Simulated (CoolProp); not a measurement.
Properties of trans-2-butene along the isobar 0.101 MPa.

Computed with CoolProp (reference Helmholtz-energy equation of state, Lemmon 2005). It is a short technical equation, of lower accuracy than the large ones.

```json
[
 {"T (°C)": "-28.15", "phase": "liquid", "Z": "0.004227", "cp (kJ/(kg K))": "2.119", "speed of sound (m/s)": "1209", "isothermal compressibility (1/MPa)": "0.001496", "expansivity (1/kK)": "1.611"},
 {"T (°C)": "-0.35", "phase": "liquid", "Z": "0.003979", "cp (kJ/(kg K))": "2.217", "speed of sound (m/s)": "1057", "isothermal compressibility (1/MPa)": "0.002050", "expansivity (1/kK)": "1.787"},
 {"T (°C)": "27.55", "phase": "gas", "Z": "[?]", "cp (kJ/(kg K))": "1.617", "speed of sound (m/s)": "216.6", "isothermal compressibility (1/MPa)": "10.21", "expansivity (1/kK)": "[?]"},
 {"T (°C)": "55.35", "phase": "gas", "Z": "0.9784", "cp (kJ/(kg K))": "1.703", "speed of sound (m/s)": "227.1", "isothermal compressibility (1/MPa)": "10.12", "expansivity (1/kK)": "3.281"},
 {"T (°C)": "83.15", "phase": "gas", "Z": "0.9837", "cp (kJ/(kg K))": "1.797", "speed of sound (m/s)": "236.8", "isothermal compressibility (1/MPa)": "10.07", "expansivity (1/kK)": "2.965"},
 {"T (°C)": "110.95", "phase": "gas", "Z": "0.9874", "cp (kJ/(kg K))": "[?]", "speed of sound (m/s)": "[?]", "isothermal compressibility (1/MPa)": "10.03", "expansivity (1/kK)": "2.715"},
 {"T (°C)": "138.75", "phase": "gas", "Z": "0.9900", "cp (kJ/(kg K))": "1.993", "speed of sound (m/s)": "254.7", "isothermal compressibility (1/MPa)": "10.00", "expansivity (1/kK)": "2.509"},
 {"T (°C)": "166.65", "phase": "gas", "Z": "0.9919", "cp (kJ/(kg K))": "2.090", "speed of sound (m/s)": "263.1", "isothermal compressibility (1/MPa)": "9.982", "expansivity (1/kK)": "2.335"},
 {"T (°C)": "194.45", "phase": "gas", "Z": "0.9934", "cp (kJ/(kg K))": "2.185", "speed of sound (m/s)": "271.2", "isothermal compressibility (1/MPa)": "9.967", "expansivity (1/kK)": "2.186"}
]
```

### Question
What belongs in the gaps?

### Answer

- 27.55, Z: 0.9703
- 27.55, expansivity (1/kK): 3.701
- 110.95, cp (kJ/(kg K)): 1.895
- 110.95, speed of sound (m/s): 246.0
